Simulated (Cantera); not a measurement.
Standard-state values (1 bar) from the NASA 1993 polynomials, evaluated with Cantera. Values are per mole of reaction as written; species without (g) are pure solids or liquids, kept so even where they would boil at 1 bar.

2 NiS + 2 C2H4(g) → 2 Ni + CS2(g) + C3H8(g)

```csv
T (K),ΔH° (kJ),ΔS° (J/K),ΔG° (kJ),log10 K
300,83.0,23.4,76.0,-13.23
373,82.5,21.8,74.3,-10.41
398,[?],[?],[?],[?]
423,82.2,21.0,73.3,-9.05
448,82.0,20.7,72.7,-8.48
473,81.9,20.5,72.2,-7.98
498,[?],[?],[?],[?]
523,81.7,20.0,71.2,-7.11
548,[?],[?],[?],[?]
```

Some entries are withheld; supply them.


- 398, ΔH° (kJ): 82.3
- 398, ΔS° (J/K): 21.4
- 398, ΔG° (kJ): 73.8
- 398, log10 K: -9.68
- 498, ΔH° (kJ): 81.8
- 498, ΔS° (J/K): 20.2
- 498, ΔG° (kJ): 71.7
- 498, log10 K: -7.52
- 548, ΔH° (kJ): 81.6
- 548, ΔS° (J/K): 19.8
- 548, ΔG° (kJ): 70.7
- 548, log10 K: -6.74
